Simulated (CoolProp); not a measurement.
Model: reference Helmholtz-energy equation of state, Lemmon 2006, in CoolProp. It is a short technical equation, of lower accuracy than the large ones.

### Question
For C2F6 (R116), give the phase and the Z, speed of sound (m/s), expansivity (1/kK), fugacity coefficient at 191.8 K and 8.71 MPa; 228.9 K and 8.71 MPa.

### Answer
- 191.8 K and 8.71 MPa: liquid; Z 0.456, speed of sound 623, expansivity 2.35, fugacity coefficient 0.0148
- 228.9 K and 8.71 MPa: liquid; Z 0.420, speed of sound 487, expansivity 2.92, fugacity coefficient 0.0705
